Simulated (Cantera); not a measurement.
An isothermal, constant-pressure homogeneous reactor starts with NH₃ : H₂ = 1 : 0.22 (molar parts), at 1823 K and 315 Torr. Integrator tolerance rtol = 1e-08.

Detailed kinetics in Cantera: the gas-phase N/H chemistry of the illustrative SiF4/NH3 mechanism in the Surface Chemkin manual (1991). Walls and surfaces, which speed up NH3 decomposition in real reactors, are not modelled.

What does this change do: temperature 1823 to 2000 K?


```
quantity                                              before                                     after
-----------------  -----------------------------------------  ----------------------------------------
x(NH₃) at 2.00 s      0.0681 (gas-phase equilibrium 3.75e-6)  0.000270 (gas-phase equilibrium 2.71e-6)
x(H₂) at 2.00 s          0.725 (gas-phase equilibrium 0.774)       0.773 (gas-phase equilibrium 0.773)
x(H) at 2.00 s     0.000309 (gas-phase equilibrium 0.000592)   0.00222 (gas-phase equilibrium 0.00222)
x(N₂H₂) at 2.00 s     8.28e-8 (gas-phase equilibrium <1e-12)   6.17e-11 (gas-phase equilibrium <1e-12)
x(NH) at 2.00 s     1.52e-6 (gas-phase equilibrium 2.72e-10)   2.17e-7 (gas-phase equilibrium 2.18e-9)
x(N₂) at 2.00 s          0.206 (gas-phase equilibrium 0.225)       0.225 (gas-phase equilibrium 0.225)
x(NH₂) at 2.00 s     7.85e-5 (gas-phase equilibrium 7.76e-9)   2.26e-6 (gas-phase equilibrium 2.27e-8)
```

What does this change do: pressure from 315 Torr to 10.00 Torr?


| quantity | before | after |
|---|---|---|
| x(NH₃) at 2.00 s | 0.0681 (gas-phase equilibrium 3.75e-6) | 0.591 (gas-phase equilibrium 1.18e-7) |
| x(H₂) at 2.00 s | 0.725 (gas-phase equilibrium 0.774) | 0.346 (gas-phase equilibrium 0.772) |
| x(H) at 2.00 s | 0.000309 (gas-phase equilibrium 0.000592) | 0.000111 (gas-phase equilibrium 0.00332) |
| x(N₂H₂) at 2.00 s | 8.28e-8 (gas-phase equilibrium <1e-12) | 3.89e-6 (gas-phase equilibrium <1e-12) |
| x(NH) at 2.00 s | 1.52e-6 (gas-phase equilibrium 2.72e-10) | 6.67e-6 (gas-phase equilibrium 2.71e-10) |
| x(N₂) at 2.00 s | 0.206 (gas-phase equilibrium 0.225) | 0.0626 (gas-phase equilibrium 0.225) |
| x(NH₂) at 2.00 s | 7.85e-5 (gas-phase equilibrium 7.76e-9) | 0.000514 (gas-phase equilibrium 1.38e-9) |
